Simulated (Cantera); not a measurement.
Charge: 1 mol SiCl4, 0.011 mol Cl2, 3.5 mol N2, held at 1000 °C and 1.33 mbar.

Cantera equilibrium calculation (NASA polynomials, part measured and part estimated; ideal gas, pure solids and liquids). Candidate condensed phases: Si, Si3N4; 13 gas species. The tables' values for SiCl3 are old estimates; treat these amounts as uncertain. Rates play no part.

Base state: N2 0.774, SiCl4 0.221, Cl 0.00453, Cl2 0.000290, SiCl3 0.000240 (mole fractions); condensed: gas only.

Q: What changes in the equilibrium state with this change: 0.45 mol NH3 added?

A: 
```json
[
 {"species": "N2", "before": "0.774", "after": "0.636"},
 {"species": "HCl", "before": "0", "after": "0.202"},
 {"species": "SiCl4", "before": "0.221", "after": "0.0993"},
 {"species": "H2", "before": "0", "after": "0.0180"},
 {"species": "SiCl2", "before": "1.71e-6", "after": "0.0253"},
 {"species": "SiCl3", "before": "0.000240", "after": "0.0196"},
 {"species": "SiHCl3", "before": "0", "after": "0.000354"},
 {"species": "Cl2", "before": "0.000290", "after": "8.83e-9"},
 {"species": "Cl", "before": "0.00453", "after": "2.50e-5"},
 {"species": "Si3N4(s), mol", "before": "0", "after": "0.0602"}
]
```
Further candidate phases: NH4Cl.

Q: What changes in the equilibrium state with this change: pressure from 1.33 mbar to 13.3 mbar?

A: 
```
species    before    after
-------  --------  -------
N2          0.774    0.775
SiCl4       0.221    0.221
Cl        0.00453  0.00276
Cl2      0.000290  0.00108
SiCl3    0.000240  3.95e-5
```

Q: What changes in the equilibrium state with this change: temperature from 1000 °C to 577 °C?

A: 
```tsv
species	before	after
N2	0.774	0.776
SiCl4	0.221	0.222
Cl2	0.000290	0.00242
Cl	0.00453	3.76e-5
SiCl3	0.000240	<1e-9
```
